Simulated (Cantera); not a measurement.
What does this Cantera script print?

```python
import numpy as np
import cantera as ct

gas_names = """
    B BH BH2 BH3 BN BO BO2 B2 B2O B2O2 B2O3 B3O3H3 H HBO HBO2 HNO HNO2 HNO3 HO2 H2 H2O H2O2 H3B3O6 N NH
    NH2 NH3 NH2OH NO NO2 NO3 N2 N2H2 N2H4 N2O O OH O2 O3
""".split()
cond_names = """
    B(b) B(L) BN(s) B2O3(L) B3O3H3(cr) H2O(s) H2O(L)
""".split()


def load(file, names, dense=False):
    # The tables refer to 1 bar. Condensed volumes are neglected.
    table = {s.name: s for s in ct.Species.list_from_file(file)}
    out = []
    for n in names:
        d = dict(table[n].input_data)
        d["thermo"] = dict(d["thermo"], **{"reference-pressure": 1e5})
        if dense:
            d["equation-of-state"] = {"model": "constant-volume", "density": "1e6 g/cm^3"}
        out.append(ct.Species.from_dict(d))
    return out


gas = ct.Solution(thermo="ideal-gas", species=load("nasa_gas.yaml", gas_names))
cond = {s.name: ct.Solution(thermo="fixed-stoichiometry", species=[s], name=s.name)
        for s in load("nasa_condensed.yaml", cond_names, dense=True)}
atoms = {
    'borazine': {'B': 3, 'N': 3, 'H': 6},
    'H2O': {'H': 2, 'O': 1},
    'H2': {'H': 2},
}
top_T = {'BN(s)': 3200}  # K; cautious upper limits of use, not melting points


def equilibrate(T, P, feed):
    n = {}
    for name, mol in feed.items():
        for a, k in atoms[name].items():
            n[a] = n.get(a, 0.0) + k * mol
    gas.TPX = T, P, n
    mass = sum(n.values()) * gas.mean_molecular_weight
    gas.equilibrate("TP")
    valid = [c for c in cond.values() if c.min_temp <= T <= top_T.get(c.name, c.max_temp)]
    mix = ct.Mixture([(gas, mass / gas.mean_molecular_weight)] + [(c, 0.0) for c in valid])
    mix.T, mix.P = T, P
    mix.equilibrate("TP", solver="vcs", rtol=1e-11, max_steps=5000)
    return mix


results = []
feed = {'borazine': 1, 'H2O': 0.071, 'H2': 6.4}  # mol
P = 13332.2  # Pa
for T in [1048, 1148, 1248, 1348, 1448, 1548, 1648]:
    mix = equilibrate(T, P, feed)
    results.append((T, P, feed, dict(zip(mix.species_names, mix.species_moles))))

top = {s: max(r[3][s] / sum(r[3][g] for g in gas_names) for r in results) for s in gas_names}
cols = sorted((s for s in top if top[s] > 1e-06), key=lambda s: -top[s])[:9]
seen = [c for c in cond_names if any(r[3].get(c, 0) > 1e-12 for r in results)]
print("log10 of partial pressures in bar; condensed amounts in mol")
print(f"{'T/K':>10s}" + "".join(f"{s[:9]:>10s}" for s in cols + seen))
for T, P, feed, n in results:
    ng = sum(n[g] for g in gas_names)
    print(f"{T:10.4g}" + "".join(f"{np.log10(max(n[s] / ng * P / 1e5, 1e-99)):10.3f}" for s in cols)
          + "".join(f"{n.get(c, 0):10.4g}" for c in seen))
```

It prints:

```
log10 of partial pressures in bar; condensed amounts in mol
       T/K        H2       HBO        N2      HBO2       H2O      B2O3         H      B2O2        BO     BN(s)   B2O3(L)
      1048    -0.876    -8.023    -3.517    -6.201    -4.070   -10.524    -8.550   -13.525   -13.905     2.957   0.02162
      1148    -0.876    -6.757    -3.516    -5.461    -4.088    -8.810    -7.583   -11.218   -11.774     2.957   0.02156
      1248    -0.876    -5.699    -3.517    -4.849    -4.108    -7.382    -6.769    -9.290    -9.992     2.957   0.02109
      1348    -0.877    -4.802    -3.519    -4.335    -4.129    -6.175    -6.074    -7.656    -8.479     2.957   0.01927
      1448    -0.877    -4.034    -3.518    -3.897    -4.149    -5.143    -5.474    -6.255    -7.181     2.957   0.01317
      1548    -0.878    -3.443    -3.472    -3.648    -4.221    -4.453    -4.951    -5.190    -6.129     2.952         0
      1648    -0.879    -3.198    -3.383    -3.950    -4.532    -4.640    -4.490    -4.802    -5.479     2.941         0
```

Equilibrium computed with Cantera from the NASA thermochemical tables; the gas is ideal and each condensed phase is pure. The feed counts by its element totals alone. Mutual solubility and eutectic melting of coexisting phases are not modelled.
